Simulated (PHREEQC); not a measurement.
## Reverse-osmosis permeate: an equilibrium model

Model water analysis in mg/L, 25 °C, pH 6.75, pe -0.3:

| constituent | mg/L |
|---|---|
| Na | 0.482 |
| K | 0.0323 |
| Ca | 0.834 |
| Mg | 0.819 |
| Cl | 1.87 |
| S(6) as SO4 | 0.807 |
| Alkalinity as HCO3 | 3.47 |
| Ba | 0.00709 |
| Mn(2) | 0.0564 |
| Li | 0.000455 |

Valence states are taken as typed.

Equilibrium calculation in PHREEQC: ion-association model, phreeqc.dat.

Precipitation was switched off in this run.

Task: Predict the charge-balance error.

Result: charge-balance error 2.5 %.

Task: In which forms is C present?

Result: HCO3- 72 %, CO2 28 % of the C.
